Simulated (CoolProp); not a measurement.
Vapour-liquid equilibrium of propane (1) + c-C4F8 (RC318) (2) at 307.4 K; x and y are mole fractions of (1).

Model: multi-fluid Helmholtz-energy mixture model, Lemmon 2009 and Platzer 1990; pair parameters Bell 2016, in CoolProp. This equation is an older, rougher fit; its heat capacities, sound speeds and derivatives of the liquid may be far off and weren't checked against measurements.

Task: Give the bubble pressure and the first vapour's composition at x = 0.2, 0.65, 0.8. Is there an azeotrope?

Result: x = 0.2: 0.7660 MPa, y = 0.506; x = 0.65: 1.131 MPa, y = 0.772; x = 0.8: 1.184 MPa, y = 0.842. y crosses x between x = 0.8 and 0.95: the model has an azeotrope there.

Pair parameters are fitted to limited data, so mixtures are less certain than the pure fluids.
